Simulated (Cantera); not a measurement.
Input: 1 mol CF4, 0.53 mol H2, equilibrated at 6.00 Pa.

Cantera equilibrium calculation (NASA polynomials, part measured and part estimated; ideal gas, pure solids and liquids). Candidate condensed phases: C, C6H6, C7H8, C8H18; 95 gas species. Kinetics and transport are ignored.

### Question
At 2573 K, list the 6 most abundant gas species with their mole fractions, and the condensed phases.

### Answer
F 0.684, HF 0.235, CF 0.0278, C3 0.0250, H 0.0170, C 0.00735. Condensed: C(graphite).
